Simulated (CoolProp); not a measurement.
Computed with CoolProp (reference Helmholtz-energy equation of state, Tillner-Roth 1997).

Problem. Give the vapour pressure (MPa), vapour density (kg/m³), liquid cp (kJ/(kg K)) of saturated CH2F2 (R32) at 326.5 K.

Solution. 
```json
[
 {"T (K)": "326.5", "p (MPa)": "3.39", "vapour density (kg/m³)": "109", "liquid cp (kJ/(kg K))": "2.58"}
]
```
